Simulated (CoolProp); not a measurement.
Computed with CoolProp (reference Helmholtz-energy equation of state, McLinden 2020).

Q: For R1336mzz(Z), give the phase and the Z, cp (kJ/(kg K)), cv (kJ/(kg K)) at 203.35 °C and 2.72 MPa; 203.35 °C and 4.54 MPa; 203.35 °C and 4.99 MPa.

A: 
- 203.35 °C and 2.72 MPa: gas; Z 0.689, cp 1.38, cv 1.11
- 203.35 °C and 4.54 MPa: supercritical; Z 0.391, cp 2.55, cv 1.18
- 203.35 °C and 4.99 MPa: supercritical; Z 0.357, cp 2.35, cv 1.17
